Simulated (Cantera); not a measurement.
A Cantera script and what it prints.

```python
import numpy as np
import cantera as ct

gas_names = [...]  # 151 gases of nasa_gas.yaml made of C, H, N, O, Si
cond_names = """
    C(gr) C6H6(L) C7H8(L) C8H18(L),n-octa H2O(s) H2O(L) Si(cr) Si(L) SiC(b) SiO2(Lqz) SiO2(hqz) SiO2(L)
    Si2N2O(s) Si3N4(a)
""".split()


# ... load() reads the species with a 1 bar reference pressure and builds the phases ...
atoms = {
    'SiC': {'Si': 1, 'C': 1},
    'CO2': {'C': 1, 'O': 2},
    'H2': {'H': 2},
    'N2O': {'N': 2, 'O': 1},
}
top_T = {'C(gr)': 4500, 'SiC(b)': 3050, 'Si2N2O(s)': 2100, 'Si3N4(a)': 2400}  # K; cautious upper limits of use, not melting points


# ... equilibrate(T, P, feed) seeds the gas with the atoms and calls Mixture.equilibrate('TP', solver="vcs", rtol=1e-11, max_steps=5000) ...
results = []
feed = {'SiC': 1, 'CO2': 0.46, 'H2': 650, 'N2O': 0.035}  # mol
T = 1548.15  # K
P = 1000  # Pa
mix = equilibrate(T, P, feed)
results.append((T, P, feed, dict(zip(mix.species_names, mix.species_moles))))
x = sorted(zip(gas.X, gas.species_names), reverse=True)
print(f"T = {T:g} K  P = {P:g} Pa  gas = {mix.phase_moles(0):.4g} mol")
print("   x: " + "  ".join(f"{s} {v:.3e}" for v, s in x if v > 0.001))
print("   condensed (mol): " + ("  ".join(f"{mix.phase(i).name} {mix.phase_moles(i):.4g}"
      for i in range(1, mix.n_phases) if mix.phase_moles(i) > 1e-12) or "none"))
```

Result:

```
T = 1548.15 K  P = 1000 Pa  gas = 651.1 mol
   x: H2 9.982e-01  CO 1.086e-03
   condensed (mol): SiC(b) 0.7514
```

Equilibrium computed with Cantera from the NASA thermochemical tables; the gas is ideal and each condensed phase is pure.
